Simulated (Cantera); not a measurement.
A perfectly stirred reactor is fed with CH4 : H2 : CO2 = 0.0027 : 1 : 0.0029 (molar parts), at 1200 Pa; it is held at 3000 K, and followed from long to short residence time.

Cantera simulation using GRI-Mech 3.0 (53 species, 325 reactions); the numbers are that mechanism's predictions, not measurements. Radical loss at walls, strong at low pressure, is not modelled.

Task: Predict: x(H2) at τ = 6.70 s; x(CO2) at τ = 6.70 s; x(CO) at τ = 6.70 s; x(CH4) at τ = 39.0 ms; x(H2) at τ = 39.0 ms; x(CO2) at τ = 39.0 ms; x(CO) at τ = 39.0 ms.

Result: 
```json
{
  "x(H2) at τ = 6.70 s": "0.273",
  "x(CO2) at τ = 6.70 s": "7.21e-8",
  "x(CO) at τ = 6.70 s": "0.00353",
  "x(CH4) at τ = 39.0 ms": "1.51e-5",
  "x(H2) at τ = 39.0 ms": "0.796",
  "x(CO2) at τ = 39.0 ms": "3.83e-6",
  "x(CO) at τ = 39.0 ms": "0.00425"
}
```
